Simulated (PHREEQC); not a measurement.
A PHREEQC speciation (ion-association model, phreeqc.dat) at 25 °C gives pH 6.72 and these molalities:

| species | mol/kgw |
|---|---|
| Mg+2 | 0.0260 |
| SO4-2 | 0.0260 |
| MgSO4 | 0.0190 |

Question: What are the element totals, and what could have been dissolved in 1 kg of water to give them?

Answer: One answer among several that fit: totals Mg 0.0450, S(6) 0.0450 mol/kgw, from 0.045 mol/kgw MgSO4.

This is a speciation only: nothing precipitates in the calculation. Complexes and solids missing from the database can't appear. Under pressure, the constants of complexes without a molar volume in the database are unreliable.
